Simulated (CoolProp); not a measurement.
Vapour pressure (bar) of R152A: the reference equation beside estimates from Tc = 386.4 K, pc = 45.17 bar, ω = 0.275.

The numbers come from the reference Helmholtz-energy equation of state, Outcalt 1996 in CoolProp. It is a modified Benedict-Webb-Rubin equation, recast in Helmholtz form.

```json
[
 {"T (K)": "226.1", "reference": "0.3238", "Lee-Kesler": "0.3093", "van der Waals": "3.389", "Soave-Redlich-Kwong": "0.3129", "Peng-Robinson": "0.3221"},
 {"T (K)": "237.1", "reference": "0.5766", "Lee-Kesler": "0.5592", "van der Waals": "4.460", "Soave-Redlich-Kwong": "0.5630", "Peng-Robinson": "0.5733"},
 {"T (K)": "248.2", "reference": "0.9723", "Lee-Kesler": "0.9552", "van der Waals": "5.752", "Soave-Redlich-Kwong": "0.9579", "Peng-Robinson": "0.9669"},
 {"T (K)": "259.2", "reference": "1.552", "Lee-Kesler": "1.540", "van der Waals": "7.259", "Soave-Redlich-Kwong": "1.540", "Peng-Robinson": "1.544"},
 {"T (K)": "270.3", "reference": "2.380", "Lee-Kesler": "2.380", "van der Waals": "9.022", "Soave-Redlich-Kwong": "2.378", "Peng-Robinson": "2.371"},
 {"T (K)": "281.3", "reference": "3.504", "Lee-Kesler": "3.522", "van der Waals": "11.03", "Soave-Redlich-Kwong": "3.521", "Peng-Robinson": "3.495"},
 {"T (K)": "292.4", "reference": "5.012", "Lee-Kesler": "5.053", "van der Waals": "13.32", "Soave-Redlich-Kwong": "5.058", "Peng-Robinson": "5.007"},
 {"T (K)": "303.4", "reference": "6.948", "Lee-Kesler": "7.015", "van der Waals": "15.87", "Soave-Redlich-Kwong": "7.037", "Peng-Robinson": "6.952"},
 {"T (K)": "314.5", "reference": "9.425", "Lee-Kesler": "9.515", "van der Waals": "18.74", "Soave-Redlich-Kwong": "9.574", "Peng-Robinson": "9.447"},
 {"T (K)": "325.5", "reference": "12.48", "Lee-Kesler": "12.59", "van der Waals": "21.89", "Soave-Redlich-Kwong": "12.70", "Peng-Robinson": "12.53"},
 {"T (K)": "336.5", "reference": "16.23", "Lee-Kesler": "16.34", "van der Waals": "25.35", "Soave-Redlich-Kwong": "16.53", "Peng-Robinson": "16.32"},
 {"T (K)": "347.6", "reference": "20.80", "Lee-Kesler": "20.92", "van der Waals": "29.16", "Soave-Redlich-Kwong": "21.19", "Peng-Robinson": "20.95"}
]
```

Absolute difference from the reference over all 12 rows, mean and median: Lee-Kesler 1.3 and 0.8 %, van der Waals 294.8 and 190.3 %, Soave-Redlich-Kwong 1.5 and 1.5 %, Peng-Robinson 0.4 and 0.5 %.
